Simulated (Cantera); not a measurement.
## Adiabatic ignition

An adiabatic, constant-volume homogeneous reactor starts with 9.07 % C2H4, 17.0 % O2, 63.9 % N2, 9.97 % H2O, at 1098 K and 2.66 atm.

Computed with Cantera and GRI-Mech 3.0 (53 species, 325 reactions). GRI-Mech 3.0 was tuned for natural gas; its chemistry of ethylene as a main component is partial and can be far from experiment.

| t (s) | T (K) | P (bar) | x C2H4 | x O2 | x H2O | x CO | x HCN |
|---|---|---|---|---|---|---|---|
| 3.00e-6 | 1098 | 2.70 | 0.0907 | 0.170 | 0.0997 | 3.98e-12 | <1e-12 |
| 1.11e-5 | 1098 | 2.70 | 0.0907 | 0.170 | 0.0997 | 2.20e-11 | <1e-12 |
| 4.13e-5 | 1098 | 2.70 | 0.0907 | 0.170 | 0.0997 | 1.02e-10 | <1e-12 |
| 0.000153 | 1098 | 2.70 | 0.0907 | 0.170 | 0.0997 | 5.24e-10 | <1e-12 |
| 0.000569 | 1098 | 2.70 | 0.0907 | 0.170 | 0.0997 | 3.18e-9 | <1e-12 |
| 0.00211 | 1098 | 2.70 | 0.0907 | 0.170 | 0.0997 | 2.51e-8 | <1e-12 |
| 0.00783 | 1098 | 2.70 | 0.0906 | 0.170 | 0.0997 | 8.50e-6 | <1e-12 |
| 0.0291 | 2850 | 7.80 | <1e-12 | 0.000638 | 0.178 | 0.118 | 1.40e-7 |
| 0.108 | 2850 | 7.80 | <1e-12 | 0.000638 | 0.178 | 0.118 | 1.40e-7 |
| 0.400 | 2850 | 7.80 | <1e-12 | 0.000638 | 0.178 | 0.118 | 1.40e-7 |
x: mole fraction; the columns are a selection and need not sum to one.

```
Item                                                                  Result
---------------------------------  -----------------------------------------
time of steepest temperature rise                                    8.51 ms
temperature at 0.400 s                                                2850 K
equilibrium temperature                                               2850 K
x(C2H4) at 0.400 s                     <1e-12 (gas-phase equilibrium <1e-12)
x(O2) at 0.400 s                   0.000638 (gas-phase equilibrium 0.000638)
x(H2O) at 0.400 s                        0.178 (gas-phase equilibrium 0.178)
```
